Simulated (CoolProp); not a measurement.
Vapour-liquid equilibrium of o-xylene (1) + n-decane (2) at 204.05 °C; x and y are mole fractions of (1).

The numbers come from the multi-fluid Helmholtz-energy mixture model, Zhou 2012 and Lemmon 2006; pair parameters Bell 2016 in CoolProp.

```json
[
 {"x": "0.05", "bubble pressure (kPa)": "213.5", "y at the bubble point": "0.084", "dew pressure at overall composition x (kPa)": "…", "liquid density (mol/L)": "4.130"},
 {"x": "0.15", "bubble pressure (kPa)": "231.2", "y at the bubble point": "0.236", "dew pressure at overall composition x (kPa)": "220.8", "liquid density (mol/L)": "4.313"},
 {"x": "0.25", "bubble pressure (kPa)": "249.3", "y at the bubble point": "0.370", "dew pressure at overall composition x (kPa)": "232.9", "liquid density (mol/L)": "4.511"},
 {"x": "0.35", "bubble pressure (kPa)": "267.7", "y at the bubble point": "0.488", "dew pressure at overall composition x (kPa)": "246.4", "liquid density (mol/L)": "4.725"},
 {"x": "0.45", "bubble pressure (kPa)": "286.4", "y at the bubble point": "0.592", "dew pressure at overall composition x (kPa)": "261.5", "liquid density (mol/L)": "…"},
 {"x": "0.55", "bubble pressure (kPa)": "305.3", "y at the bubble point": "0.684", "dew pressure at overall composition x (kPa)": "278.6", "liquid density (mol/L)": "…"},
 {"x": "0.65", "bubble pressure (kPa)": "324.4", "y at the bubble point": "0.767", "dew pressure at overall composition x (kPa)": "298.0", "liquid density (mol/L)": "5.480"},
 {"x": "0.75", "bubble pressure (kPa)": "343.6", "y at the bubble point": "0.842", "dew pressure at overall composition x (kPa)": "320.3", "liquid density (mol/L)": "…"},
 {"x": "0.85", "bubble pressure (kPa)": "363.1", "y at the bubble point": "0.910", "dew pressure at overall composition x (kPa)": "345.9", "liquid density (mol/L)": "6.106"},
 {"x": "0.95", "bubble pressure (kPa)": "…", "y at the bubble point": "0.971", "dew pressure at overall composition x (kPa)": "375.7", "liquid density (mol/L)": "6.467"}
]
```

**Question.** Fill in the missing entries.

**Answer.** 
- 0.05, dew pressure at overall composition x (kPa): 209.9
- 0.45, liquid density (mol/L): 4.956
- 0.55, liquid density (mol/L): 5.207
- 0.75, liquid density (mol/L): 5.779
- 0.95, bubble pressure (kPa): 382.7

No azeotrope shows between x = 0.05 and 0.95.

The pair parameters rest on a limited set of measurements; away from them the model extrapolates.
